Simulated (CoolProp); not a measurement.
Carbonyl sulfide along the isobar 0.101 MPa: density (kg/m³) from the reference equation and from simpler models built on Tc = 378.8 K, pc = 6.369 MPa, ω = 0.098; each cubic takes its own stable root.

Computed with CoolProp (reference Helmholtz-energy equation of state, Lemmon 2006). It is a short technical equation, of lower accuracy than the large ones.

```json
[
 {"T (K)": "139.5", "phase": "liquid", "reference": "1343", "van der Waals": "850.9", "Soave-Redlich-Kwong": "1260", "Peng-Robinson": "1414"},
 {"T (K)": "151.7", "phase": "liquid", "reference": "(withheld)", "van der Waals": "838.3", "Soave-Redlich-Kwong": "(withheld)", "Peng-Robinson": "1395"},
 {"T (K)": "163.8", "phase": "liquid", "reference": "1295", "van der Waals": "825.4", "Soave-Redlich-Kwong": "1224", "Peng-Robinson": "1375"},
 {"T (K)": "176", "phase": "liquid", "reference": "1271", "van der Waals": "(withheld)", "Soave-Redlich-Kwong": "(withheld)", "Peng-Robinson": "1354"},
 {"T (K)": "188.1", "phase": "liquid", "reference": "1246", "van der Waals": "3.974", "Soave-Redlich-Kwong": "1183", "Peng-Robinson": "(withheld)"},
 {"T (K)": "200.2", "phase": "liquid", "reference": "1222", "van der Waals": "3.722", "Soave-Redlich-Kwong": "(withheld)", "Peng-Robinson": "1308"},
 {"T (K)": "212.4", "phase": "liquid", "reference": "1197", "van der Waals": "3.499", "Soave-Redlich-Kwong": "1137", "Peng-Robinson": "1283"},
 {"T (K)": "224.5", "phase": "gas", "reference": "3.343", "van der Waals": "3.303", "Soave-Redlich-Kwong": "(withheld)", "Peng-Robinson": "(withheld)"},
 {"T (K)": "236.7", "phase": "gas", "reference": "3.156", "van der Waals": "3.127", "Soave-Redlich-Kwong": "3.147", "Peng-Robinson": "3.150"},
 {"T (K)": "248.8", "phase": "gas", "reference": "2.992", "van der Waals": "2.971", "Soave-Redlich-Kwong": "2.987", "Peng-Robinson": "2.989"},
 {"T (K)": "261", "phase": "gas", "reference": "2.844", "van der Waals": "2.828", "Soave-Redlich-Kwong": "2.841", "Peng-Robinson": "2.843"}
]
```

Problem. Some entries are withheld; supply them.

Solution. 
- 151.7, reference: 1318
- 151.7, Soave-Redlich-Kwong: 1243
- 176, van der Waals: 4.263
- 176, Soave-Redlich-Kwong: 1204
- 188.1, Peng-Robinson: 1332
- 200.2, Soave-Redlich-Kwong: 1161
- 224.5, Soave-Redlich-Kwong: 3.329
- 224.5, Peng-Robinson: 3.332

At some of these states van der Waals gives the other phase, because its saturation line lies elsewhere.
